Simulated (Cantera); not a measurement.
A closed system holds: 1 mol CS2, 0.15 mol SO2, 0.46 mol O2, at 3202 °C and 4580 Torr.

Method: chemical equilibrium by Gibbs-energy minimisation in Cantera with the NASA 1993 tables (ideal gas, pure condensed phases). Candidate condensed phases: C, S; 22 gas species. Equilibrium is a limit: real reactors are often held back by kinetics, nucleation or transport.

Base state: CO 0.409, S2 0.312, S 0.190, SO 0.0721, CO2 0.00634, SO2 0.00503, S2O 0.00184, O 0.00173 (mole fractions); condensed: gas only.

### Question
What changes in the equilibrium state with this change: SO2 from 0.15 to 0.089 mol?

### Answer
| species | before | after |
|---|---|---|
| CO | 0.409 | 0.426 |
| S2 | 0.312 | 0.332 |
| S | 0.190 | 0.196 |
| SO | 0.0721 | 0.0360 |
| O2 | 8.53e-5 | 1.99e-5 |
| SO2 | 0.00503 | 0.00121 |
| CS2 | 8.25e-5 | 0.000190 |
| CS | 0.000386 | 0.000861 |
| O | 0.00173 | 0.000836 |

### Question
What changes in the equilibrium state with this change: temperature from 3202 °C to 2127 °C?

### Answer
```
species    before    after
-------  --------  -------
S2          0.312    0.476
CO          0.409    0.421
CO2       0.00634   0.0445
S           0.190  0.00790
SO         0.0721   0.0221
SO2       0.00503   0.0163
O         0.00173  3.19e-6
O2        8.53e-5  8.26e-7
CS       0.000386  3.12e-5
COS       0.00151  0.00664
```
